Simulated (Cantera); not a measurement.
Charge: 1 mol SiC, 0.77 mol N2O, 9.6 mol H2, 0.016 mol O2, equilibrated at 1225 °C and 1.00 Torr.

Equilibrium computed with Cantera from the NASA thermochemical tables; the gas is ideal and each condensed phase is pure. Candidate condensed phases: C, C6H6, C7H8, C8H18, H2O, Si, SiC, SiO2, Si2N2O, Si3N4; 151 gas species. Mutual solubility and eutectic melting of coexisting phases are not modelled. Rates play no part.

Base state: H2 0.894, N2 0.0513, CO 0.0476, SiO 0.00672, H 0.000446, HCN 2.62e-5 (mole fractions); condensed: SiC(s) + Si2N2O(s).

**Question.** What changes in the equilibrium state with this change: temperature from 1225 °C to 1775 °C?

**Answer.** 
| species | before | after |
|---|---|---|
| H2 | 0.894 | 0.786 |
| N2 | 0.0513 | 0.0649 |
| H | 0.000446 | 0.0544 |
| Si | 4.66e-7 | 0.0245 |
| SiO | 0.00672 | 0.0212 |
| CO | 0.0476 | 0.0468 |
| Si2C | <1e-9 | 0.000819 |
| Si2 | <1e-9 | 0.000123 |
| SiC2 | <1e-9 | 2.89e-5 |
| SiC(s), mol | 0.489 | 0.430 |
| Si2N2O(s), mol | 0.219 | 0 |
The tables' values for SiN are old estimates; treat these amounts as uncertain. Gases not in the tables: Si2H6 and higher silanes.

**Question.** What changes in the equilibrium state with this change: SiC replaced by Si?

**Answer.** 
```
species               before    after
-------------------  -------  -------
H2                     0.894    0.912
N2                    0.0513   0.0484
SiO                  0.00672   0.0396
CO                    0.0476        0
HCN                  2.62e-5        0
H2O                  8.41e-7  2.81e-5
SiC(s), mol            0.489        0
Si2N2O(s), mol         0.219    0.260
SiO2(β-quartz), mol        0   0.0622
```
The tables hold silica as quartz up to 1696 K and as liquid above; real silica turns to tridymite and cristobalite and melts near 1996 K.

**Question.** What changes in the equilibrium state with this change: temperature from 1225 °C to 975 °C?

**Answer.** 
```
species             before    after
----------------  --------  -------
H2                   0.894    0.944
CO                  0.0476   0.0297
N2                  0.0513   0.0265
SiO                0.00672  3.13e-6
CH4                3.24e-7  1.32e-5
H                 0.000446  1.24e-5
SiC(s), mol          0.489        0
Si2N2O(s), mol       0.219    0.500
C(graphite), mol         0    0.698
```
